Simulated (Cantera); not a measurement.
Moist CO burnout

A perfectly stirred reactor is fed with CO : O2 : H2O : N2 = 0.0021 : 0.044 : 0.00018 : 1 (molar parts), equivalence ratio 0.024, at 1.28 atm; it is held at 1273 K, and followed from long to short residence time.

Detailed kinetics in Cantera: GRI-Mech 3.0 (53 species, 325 reactions).

```json
[
 {"τ (s)": "28", "x CO": "1.42e-5", "x O2": "0.0411", "x H2O": "0.000172", "x N2O": "6.72e-7", "x H2O2": "8.75e-11", "x NO2": "4.69e-8", "x H": "1.98e-9"},
 {"τ (s)": "12", "x CO": "2.62e-5", "x O2": "0.0411", "x H2O": "0.000171", "x N2O": "9.77e-7", "x H2O2": "1.44e-10", "x NO2": "5.03e-8", "x H": "4.25e-9"},
 {"τ (s)": "4.9", "x CO": "4.96e-5", "x O2": "0.0411", "x H2O": "0.000171", "x N2O": "1.35e-6", "x H2O2": "2.47e-10", "x NO2": "4.83e-8", "x H": "9.64e-9"},
 {"τ (s)": "2.1", "x CO": "8.94e-5", "x O2": "0.0411", "x H2O": "0.000171", "x N2O": "1.66e-6", "x H2O2": "4.17e-10", "x NO2": "4.10e-8", "x H": "2.10e-8"},
 {"τ (s)": "0.88", "x CO": "0.000161", "x O2": "0.0412", "x H2O": "0.000170", "x N2O": "1.85e-6", "x H2O2": "7.08e-10", "x NO2": "3.01e-8", "x H": "4.62e-8"},
 {"τ (s)": "0.37", "x CO": "0.000281", "x O2": "0.0412", "x H2O": "0.000170", "x N2O": "1.87e-6", "x H2O2": "1.17e-9", "x NO2": "1.94e-8", "x H": "9.89e-8"},
 {"τ (s)": "0.16", "x CO": "0.000466", "x O2": "0.0413", "x H2O": "0.000169", "x N2O": "1.73e-6", "x H2O2": "1.80e-9", "x NO2": "1.12e-8", "x H": "1.97e-7"},
 {"τ (s)": "0.065", "x CO": "0.000758", "x O2": "0.0414", "x H2O": "0.000168", "x N2O": "1.43e-6", "x H2O2": "2.63e-9", "x NO2": "5.29e-9", "x H": "3.73e-7"},
 {"τ (s)": "0.028", "x CO": "0.00111", "x O2": "0.0416", "x H2O": "0.000167", "x N2O": "1.05e-6", "x H2O2": "3.35e-9", "x NO2": "2.13e-9", "x H": "5.84e-7"},
 {"τ (s)": "0.012", "x CO": "0.00148", "x O2": "0.0418", "x H2O": "0.000167", "x N2O": "6.36e-7", "x H2O2": "3.62e-9", "x NO2": "6.21e-10", "x H": "7.24e-7"},
 {"τ (s)": "0.0049", "x CO": "0.00179", "x O2": "0.0419", "x H2O": "0.000168", "x N2O": "2.53e-7", "x H2O2": "2.80e-9", "x NO2": "8.95e-11", "x H": "5.71e-7"}
]
```
x: mole fraction; the columns are a selection and need not sum to one.
